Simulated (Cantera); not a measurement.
**Hydrocarbon pyrolysis for carbon deposition**

An isothermal, constant-pressure homogeneous reactor starts with C₂H₆ : N₂ = 1 : 1.2 (molar parts), at 1000 K and 760 Torr.

Detailed kinetics in Cantera: GRI-Mech 3.0 (53 species, 325 reactions). GRI-Mech 3.0 stops at C3 and has no aromatics, soot or wall deposition, so with more carbon than oxygen in the feed, carbon stays in small species such as C2H2 where larger ones or solid carbon would form.

```csv
t (s),x C₂H₆,x CH₂,x CH₃,x H₂,x C₂H
7.00e-5,0.455,<1e-12,2.84e-8,1.02e-8,<1e-12
0.000229,0.455,<1e-12,3.26e-8,1.86e-7,<1e-12
0.000752,0.455,<1e-12,3.28e-8,2.44e-6,<1e-12
0.00246,0.455,<1e-12,3.50e-8,2.77e-5,<1e-12
0.00807,0.454,<1e-12,5.80e-8,0.000294,<1e-12
0.0265,0.451,<1e-12,1.49e-7,0.00252,<1e-12
0.0867,0.437,<1e-12,1.65e-7,0.0120,<1e-12
0.284,0.394,<1e-12,1.48e-7,0.0402,<1e-12
0.931,0.298,<1e-12,1.14e-7,0.105,<1e-12
3.05,0.176,<1e-12,7.94e-8,0.184,<1e-12
10.0,0.126,<1e-12,8.18e-8,0.208,<1e-12
```
x: mole fraction; the columns are a selection and need not sum to one.

Equilibrium at this temperature and pressure: C₂H₆ 0.00300, CH₂ <1e-12, CH₃ 1.62e-7, H₂ 0.00894, C₂H <1e-12 (gas phase only).
